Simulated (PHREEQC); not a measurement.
**Brine: speciation**

Make-up at 90 °C: 0.76 mol NaBr, 0.22 mol Na2SO4 and 1 mol LiCl per kg of water. Closed to the air; pH follows from the charge balance.

Equilibrium calculation in PHREEQC: ion-association model with the Davies equation for every ion, phreeqc.dat.

Precipitation was switched off in this run.

Problem. What ionic strength, activity of water does the model give?

Solution. ionic strength 2.01 mol/kgw; activity of water 0.932.

Problem. In which forms is S present?

Solution. NaSO4- 60 %, LiSO4- 33 %, SO4-2 7.3 % of the S.

The ionic strength is past about 0.7 mol/kgw, beyond the range of this activity model, so the values are rough. Constants without temperature data keep their 25 °C values here.
